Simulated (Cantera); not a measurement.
An isothermal, constant-pressure homogeneous reactor starts with H2 : O2 : N2 = 0.23 : 1 : 0.79 (molar parts), equivalence ratio 0.12, at 1375 K and 9.00 Torr.

Computed with Cantera and GRI-Mech 3.0 (53 species, 325 reactions). Radical loss at walls, strong at low pressure, is not modelled. The temperature is held fixed by assumption; the heat of reaction is taken as removed at once.

x: mole fraction; the columns are a selection and need not sum to one.

```json
[
 {"t (s)": "5.00e-6", "x H2": "0.114", "x O2": "0.495", "x O": "2.09e-10", "x HO2": "___", "x OH": "2.05e-10"},
 {"t (s)": "4.46e-5", "x H2": "0.114", "x O2": "0.495", "x O": "1.24e-8", "x HO2": "___", "x OH": "1.08e-8"},
 {"t (s)": "0.000398", "x H2": "0.114", "x O2": "0.495", "x O": "4.76e-6", "x HO2": "___", "x OH": "3.66e-6"},
 {"t (s)": "0.00355", "x H2": "0.00528", "x O2": "0.422", "x O": "0.0518", "x HO2": "2.24e-6", "x OH": "0.00950"},
 {"t (s)": "0.0316", "x H2": "0.00362", "x O2": "0.437", "x O": "0.0323", "x HO2": "2.27e-6", "x OH": "0.00801"},
 {"t (s)": "0.282", "x H2": "0.000265", "x O2": "0.462", "x O": "0.00213", "x HO2": "___", "x OH": "0.00222"},
 {"t (s)": "2.51", "x H2": "5.64e-6", "x O2": "0.464", "x O": "4.51e-5", "x HO2": "___", "x OH": "0.000326"},
 {"t (s)": "22.4", "x H2": "5.51e-7", "x O2": "0.465", "x O": "4.41e-6", "x HO2": "4.68e-8", "x OH": "0.000102"},
 {"t (s)": "200", "x H2": "4.98e-7", "x O2": "0.465", "x O": "3.99e-6", "x HO2": "4.84e-8", "x OH": "9.69e-5"}
]
```

**Question.** Some entries are withheld; supply them.

**Answer.** 
- 5.00e-6, x HO2: 4.17e-9
- 4.46e-5, x HO2: 3.72e-8
- 0.000398, x HO2: 3.35e-7
- 0.282, x HO2: 8.75e-7
- 2.51, x HO2: 5.42e-8
